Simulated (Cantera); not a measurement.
A freely propagating, adiabatic, planar premixed flame of 17.6 % CO, 3.53 % H2, 1.76 % CH4, 14.7 % O2, 55.2 % N2, 7.23 % CO2, unburnt at 425 K and 518 Torr; mixture-averaged transport, grid criteria slope 0.08 and curve 0.16, no radiation.

Model: GRI-Mech 3.0 (53 species, 325 reactions), integrated in Cantera. Burning velocities carry a grid error of a few per cent, more on coarse grids.

x: mole fraction of selected species; z is measured from the peak of heat release.

```
z (mm)  T (K)  u (m/s)    x CO     x H2     x CH4     x NO       x O    x O2
------  -----  -------  ------  -------  --------  -------  --------  ------
-2.37     425    0.872   0.176   0.0352    0.0176    <1e-8     <1e-8   0.147
-1.58     425    0.872   0.176   0.0350    0.0176    <1e-8     <1e-8   0.147
-1.19     425    0.872   0.176   0.0346    0.0176    <1e-8     <1e-8   0.147
-0.790    427    0.874   0.177   0.0332    0.0177    <1e-8   1.15e-8   0.147
-0.395    ___     1.01   0.176   0.0275    0.0171  2.07e-8   2.52e-6   0.145
-0.198    ___     1.62   0.166   0.0210    0.0130  2.62e-7  0.000173   0.130
0         ___     2.46   0.144   0.0130   0.00332  1.30e-6   0.00266  0.0949
0.198    1453     2.87   0.113  0.00655  0.000105  3.67e-6   0.00756  0.0652
0.395    1569     3.07  0.0907  0.00514   1.21e-6  6.60e-6   0.00894  0.0523
0.790    1701     3.29  0.0723  0.00510     <1e-8  1.16e-5   0.00810  0.0432
1.58     1827     3.50  0.0629  0.00444     <1e-8  1.80e-5   0.00598  0.0380
3.16     1942     3.69  0.0541  0.00349     <1e-8  2.60e-5   0.00394  0.0333
6.32     2040     3.85  0.0445  0.00264     <1e-8  3.90e-5   0.00248  0.0284
```

Fill in the missing entries.


- -0.395, T (K): 494
- -0.198, T (K): 799
- 0, T (K): 1225
